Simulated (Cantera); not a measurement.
What does this Cantera script print?

```python
import numpy as np
import cantera as ct

gas_names = """
    CF2 CF3
""".split()
cond_names = """
    CuF2(s) CuF2(L) Cu(cr) Cu(L)
""".split()


# ... load() reads the species with a 1 bar reference pressure and builds the phases ...
species = {s.name: s for s in load("nasa_gas.yaml", gas_names) + load("nasa_condensed.yaml", cond_names)}
# Each term lists the table entries of one substance; the one whose range holds T is used.
reactions = {
    '2 CF2(g) + CuF2 = 2 CF3(g) + Cu':
        [(-2, ['CF2']), (-1, ['CuF2(s)', 'CuF2(L)']), (2, ['CF3']), (1, ['Cu(cr)', 'Cu(L)'])],
}


def pick(names, T):
    return next(species[n] for n in names if species[n].thermo.min_temp <= T <= species[n].thermo.max_temp)


results = []
for label, terms in reactions.items():
    print(label)
    print("     T/K   dH/kJ  dS/(J/K)   dG/kJ   log10 K")
    for T in [300, 1325, 1425, 1525, 1625, 1725]:
        used = [(nu, pick(names, T)) for nu, names in terms]
        dH = sum(nu * s.thermo.h(T) for nu, s in used) / 1e6
        dS = sum(nu * s.thermo.s(T) for nu, s in used) / 1e3
        dG = dH - T * dS / 1e3
        logK = -dG * 1e6 / (ct.gas_constant * T * np.log(10))
        results.append((label, T, dH, dS, dG, logK, [s.name for _, s in used]))
        print(f"{T:8g} {dH:8.1f} {dS:8.1f} {dG:8.1f} {logK:8.2f}")
```

It prints:

```
2 CF2(g) + CuF2 = 2 CF3(g) + Cu
     T/K   dH/kJ  dS/(J/K)   dG/kJ   log10 K
     300    -37.7      4.1    -38.9     6.78
    1325   -112.5    -73.6    -15.1     0.59
    1425   -101.5    -65.4     -8.3     0.30
    1525   -103.5    -66.8     -1.7     0.06
    1625   -105.6    -68.1      5.1    -0.16
    1725   -107.5    -69.3     11.9    -0.36
```

Cantera with NASA thermochemical tables; ideal gases at 1 bar, condensed phases pure. Condensed species are held in their standard states even where they would react or evaporate.
